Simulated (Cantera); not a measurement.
An isothermal, constant-pressure homogeneous reactor starts with NH3 : H2 = 1 : 2.6 (molar parts), at 2423 K and 1.18 atm.

Model: the gas-phase N/H chemistry of the illustrative SiF4/NH3 mechanism in the Surface Chemkin manual (1991), integrated in Cantera. Walls and surfaces, which speed up NH3 decomposition in real reactors, are not modelled.

x: mole fraction; the columns are a selection and need not sum to one.

```csv
t (s),x NH3,x H2,x H,x N2H4,x NH
2.00e-6,0.277,0.722,0.000285,4.15e-9,2.29e-6
6.91e-6,0.276,0.722,?,?,?
2.39e-5,0.271,0.723,0.00209,2.14e-7,0.000124
8.25e-5,0.250,0.735,0.00231,2.15e-7,0.000135
0.000285,0.191,0.772,0.00263,1.48e-7,0.000124
0.000985,0.0792,0.839,0.00380,4.51e-8,9.47e-5
0.00340,0.00349,0.879,0.0108,6.40e-10,3.19e-5
0.0118,0.000105,0.877,0.0152,1.16e-12,1.94e-6
0.0406,2.23e-5,0.877,0.0153,<1e-12,4.16e-7
0.140,6.68e-6,0.877,0.0153,<1e-12,1.25e-7
0.485,3.77e-6,0.877,0.0153,<1e-12,7.02e-8
1.68,3.67e-6,0.877,0.0153,<1e-12,6.85e-8
5.79,3.67e-6,0.877,0.0153,<1e-12,6.85e-8
20.0,3.67e-6,0.877,0.0153,<1e-12,6.85e-8
```

Problem. Some entries are withheld; supply them.

Solution. 
- 6.91e-6, x H: 0.000943
- 6.91e-6, x N2H4: 4.57e-8
- 6.91e-6, x NH: 2.67e-5
